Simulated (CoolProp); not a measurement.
Properties of toluene along the isobar 0.186 MPa.

Values from CoolProp's reference Helmholtz-energy equation of state, Lemmon 2006. It is a short technical equation, of lower accuracy than the large ones.

```
T (K)   phase  cp (kJ/(kg K))  isothermal compressibility (1/MPa)  conductivity (mW/(m K))  Prandtl number
-----  ------  --------------  ----------------------------------  -----------------------  --------------
388.9  liquid           2.022                                   ?                      106            4.57
405.8  liquid           2.088                            0.002249                      102            4.36
422.7     gas           1.647                               5.698                     21.4           0.742
439.5     gas           1.697                               5.651                     23.2           0.737
456.4     gas           1.747                               5.613                     24.9           0.733
473.3     gas           1.797                                   ?                     26.7               ?
490.1     gas           1.846                               5.557                     28.6           0.726
507       gas           1.895                               5.536                        ?           0.724
523.9     gas           1.942                               5.518                     32.3               ?
540.7     gas           1.989                               5.503                     34.2           0.720
557.6     gas           2.034                               5.490                     36.2           0.718
```

Task: Complete the blanks.

Result: 
- 388.9, isothermal compressibility (1/MPa): 0.001910
- 473.3, isothermal compressibility (1/MPa): 5.582
- 473.3, Prandtl number: 0.729
- 507, conductivity (mW/(m K)): 30.4
- 523.9, Prandtl number: 0.722

Viscosity comes from a separate model (Avgeri 2015). Thermal conductivity comes from a separate model (Assael 2012).
